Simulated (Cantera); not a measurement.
Input: 1 mol SiH4, 0.28 mol O2, 130 mol N2, held at 7.20 mbar.

Equilibrium computed with Cantera from the NASA thermochemical tables; the gas is ideal and each condensed phase is pure. Candidate condensed phases: H2O, Si, SiO2, Si2N2O, Si3N4; 35 gas species. N2 is the only nitrogen source here; it is nearly inert below about 1500 K, so the nitride shown seldom forms there in practice. Mutual solubility and eutectic melting of coexisting phases are not modelled. The tables hold silica as quartz up to 1696 K and as liquid above; real silica turns to tridymite and cristobalite and melts near 1996 K. The numbers say what is thermodynamically allowed, not how fast it happens.

Problem. Which condensed phases are stable at each of these points (T (°C)): 902, 1002, 1102, 1202, 1302, 1402, 1502, 1602, 1702, 1802?

Solution. 
| T (°C) | condensed phases | Si condensed (%) |
|---|---|---|
| 902 | SiO2(β-quartz) + Si2N2O(s) | 100.0 |
| 1002 | SiO2(β-quartz) + Si2N2O(s) | 100.0 |
| 1102 | SiO2(β-quartz) + Si2N2O(s) | 99.5 |
| 1202 | SiO2(β-quartz) + Si2N2O(s) | 89.3 |
| 1302 | Si2N2O(s) | 88.0 |
| 1402 | Si2N2O(s) + Si3N4(s) | 62.5 |
| 1502 | Si3N4(s) | 39.8 |
| 1602 | Si(l) | 24.8 |
| 1702 | gas only | 0.0 |
| 1802 | gas only | 0.0 |

From 902 °C to 1202 °C the condensed part is SiO2(β-quartz) + Si2N2O(s). At 1302 °C the condensed part is Si2N2O(s). At 1402 °C the condensed part is Si2N2O(s) + Si3N4(s). At 1502 °C the condensed part is Si3N4(s). At 1602 °C the condensed part is Si(l). From 1702 °C to 1802 °C nothing is condensed.
